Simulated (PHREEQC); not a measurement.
Consider water at 25 °C with 0.55 mol Mg(NO3)2, 0.00017 mol Ag2SO4 and 0.017 mol Sr(NO3)2 per kg of water. Closed to the air; pH follows from the charge balance.

All values are PHREEQC results (ion-association model, wateq4f.dat), not measurements.

The pH is 6.06 and the ionic strength is 1.70 mol/kgw. The activity of water is 0.971.

```tsv
species	molality	activity	log γ
NO3-	1.13	0.580	-0.291
Mg+2	0.550	0.194	-0.453
Sr+2	0.0170	0.00415	-0.612
Ag+	0.000286	0.000268	-0.028
MgSO4	0.000132	0.000196	0.170
AgNO3	5.39e-5	7.97e-5	0.170
```

No solid was allowed to form. The ionic strength is past about 0.7 mol/kgw, beyond the range of this activity model, so the values are rough.
